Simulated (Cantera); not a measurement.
# Counterflow diffusion flame

A counterflow diffusion flame at 263 Torr, nozzles 20 mm apart: fuel side CH4 : CO : N2 = 1 : 0.36 : 1.4 (molar parts) at 325 K, oxidiser side O2 : N2 = 0.17 : 0.83 (molar parts) at 373 K, fuel mass flux 1 times the oxidiser's; mixture-averaged transport, no radiation.

Cantera simulation using GRI-Mech 3.0 (53 species, 325 reactions); the numbers are that mechanism's predictions, not measurements. GRI-Mech 3.0 has no aromatics or soot, which form on the fuel side of real flames. The maximum strain rate includes the flame's own expansion and is several times the mean. A flux with no burning solution from the previous one only brackets extinction.

```json
[
 {"oxidiser flux (kg/m²/s)": "0.087", "max strain (1/s)": "133", "mean strain (1/s)": "27.6", "T max (K)": "1659", "peak x OH": "0.00264", "peak x H": "0.00303", "peak x NO": "3.33e-5", "peak x CO": "0.130", "peak x C2H2": "0.00195"},
 {"oxidiser flux (kg/m²/s)": "0.12", "max strain (1/s)": "175", "mean strain (1/s)": "38.1", "T max (K)": "1622", "peak x OH": "0.00231", "peak x H": "0.00279", "peak x NO": "1.93e-5", "peak x CO": "0.130", "peak x C2H2": "0.00138"},
 {"oxidiser flux (kg/m²/s)": "0.15", "max strain (1/s)": "211", "mean strain (1/s)": "47.6", "T max (K)": "1578", "peak x OH": "0.00193", "peak x H": "0.00239", "peak x NO": "9.67e-6", "peak x CO": "0.130", "peak x C2H2": "0.000843"}
]
```
x: mole fraction; the columns are a selection and need not sum to one.

At the next flux tried, 0.2 kg/m²/s, no burning solution was found from the previous one.
